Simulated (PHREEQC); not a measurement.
PHREEQC input (ion-association model, phreeqc.dat):

```
SOLUTION_SPECIES
  SO4-2 + 9 H+ + 8 e- = HS- + 4 H2O  # shut off: sulfate is not reduced
    -log_k -100
    -delta_h 0
    -analytic -100
SOLUTION 1
  temp 25
  units mol/kgw
  pH 7 charge
  S(6) 0.043
  Na 0.086
END
SELECTED_OUTPUT 1
  -reset false
  -pH true
  -pe true
  -ionic_strength true
  -water true
  -totals Na S S(-2) S(6) Ntg
  -molalities H+ Na+ SO4-2 OH- HSO4- S-2 HS- H2S NaOH NaSO4-
USER_PUNCH 1
  -headings p_Ntg(g) phi_Ntg(g) p_H2O(g) phi_H2O(g) density
  10 PUNCH PR_P("Ntg(g)"), PR_PHI("Ntg(g)"), PR_P("H2O(g)"), PR_PHI("H2O(g)"), RHO
PRINT
  -reset false
USE solution 1
REACTION_TEMPERATURE 1
  40
GAS_PHASE 1
  -fixed_pressure
  -pressure 2
  -temperature 40
  -volume 20
  Ntg(g) 2
  H2O(g) 0
END
# ... the last block is repeated for the other 12 points of P (atm)
```

Selected output (columns that matter, 13 of 13 rows; P (atm) added in front):

```
P (atm)	pH	mu	Na	S	Ntg	m_H+	m_Na+	m_SO4-2	m_OH-	p_Ntg(g)	phi_Ntg(g)	p_H2O(g)	phi_H2O(g)	density
2	6.9765	0.11783	0.086092	0.043046	0.0010485	1.2956e-07	0.08044	0.037394	3.7259e-07	1.9269	0.99941	0.073117	0.99374	0.99763
5	6.9756	0.11783	0.08609	0.043045	0.0026691	1.2983e-07	0.080437	0.037392	3.727e-07	4.9262	0.9985	0.073784	0.98682	0.99776
10	6.9741	0.11783	0.086091	0.043046	0.0053392	1.3028e-07	0.080436	0.03739	3.729e-07	9.9251	0.99705	0.0749	0.9755	0.99798
20	6.971	0.11782	0.086094	0.043047	0.010568	1.3118e-07	0.080434	0.037387	3.7331e-07	19.923	0.99441	0.077155	0.95361	0.99841
30	6.968	0.11782	0.086097	0.043048	0.015655	1.3209e-07	0.080432	0.037384	3.7371e-07	29.921	0.99207	0.07944	0.93266	0.99884
40	6.9649	0.11781	0.0861	0.04305	0.020606	1.3301e-07	0.08043	0.03738	3.7411e-07	39.918	0.99004	0.08175	0.91264	0.99927
50	6.9619	0.11781	0.086102	0.043051	0.025431	1.3393e-07	0.080428	0.037376	3.7452e-07	49.916	0.9883	0.084082	0.89351	0.9997
75	6.9543	0.11779	0.086109	0.043055	0.036976	1.3625e-07	0.080421	0.037366	3.7554e-07	74.91	0.9852	0.089994	0.84945	1.0008
100	6.9467	0.11777	0.086116	0.043058	0.047859	1.386e-07	0.080413	0.037355	3.7656e-07	99.904	0.98377	0.095982	0.81039	1.0018
150	6.9317	0.11772	0.086129	0.043064	0.067949	1.4341e-07	0.080392	0.037327	3.7865e-07	149.89	0.98551	0.10803	0.74539	1.004
200	6.9168	0.11766	0.086139	0.04307	0.086215	1.4835e-07	0.080364	0.037294	3.8077e-07	199.88	0.9927	0.11994	0.69492	1.0061
300	6.8873	0.1175	0.086156	0.043078	0.11867	1.5861e-07	0.08029	0.037212	3.8514e-07	299.86	1.0207	0.1427	0.62555	1.0102
400	6.8583	0.11731	0.086167	0.043083	0.14714	1.6939e-07	0.080194	0.037111	3.8972e-07	399.84	1.0637	0.16356	0.58428	1.0143
```

At this temperature some constants are extrapolated from 25 °C, and those without enthalpy data are left unchanged.
